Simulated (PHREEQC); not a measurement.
A solution holds 23 mmol/kgw KOH, 0.0067 mmol/kgw CO2 and 56 mmol/kgw K3PO4, at 25 °C. Closed to the air; pH follows from the charge balance.

Equilibrium calculation in PHREEQC: ion-association model, phreeqc.dat.

This is a speciation only: nothing precipitates in the calculation.

Order these P species by the share of P that they hold, largest first: PO4-3, HPO4-2, KHPO4-.

PO4-3 (87 %), HPO4-2 (12 %), KHPO4- (1.0 %)

The pH is 12.30 and the ionic strength 0.343 mol/kgw.
